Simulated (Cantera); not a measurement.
Charge: 1 mol MgCO₃, 0.88 mol H₂O, held at 1 atm.

Equilibrium computed with Cantera from the NASA thermochemical tables; the gas is ideal and each condensed phase is pure. Candidate condensed phases: C, C₆H₆, C₇H₈, C₈H₁₈, H₂O, Mg, MgCO₃, MgO, Mg(OH)₂; 116 gas species. Equilibrium is a limit: real reactors are often held back by kinetics, nucleation or transport. All values below are at 1525 °C.

Base state: CO₂ 0.528, H₂O 0.466, CO 0.00269, O₂ 0.00155, H₂ 0.000623, OH 0.000430 (mole fractions); condensed: MgO(s).

### Question
What changes in the equilibrium state with this change: 0.004 mol CH₄ added?

### Answer
```csv
species,before,after
CO₂,0.528,0.523
H₂O,0.466,0.467
CO,0.00269,0.00728
O₂,0.00155,0.000207
H₂,0.000623,0.00171
H,8.73e-6,1.45e-5
OH,0.000430,0.000260
"MgO(s), mol",1.000,1.000
```
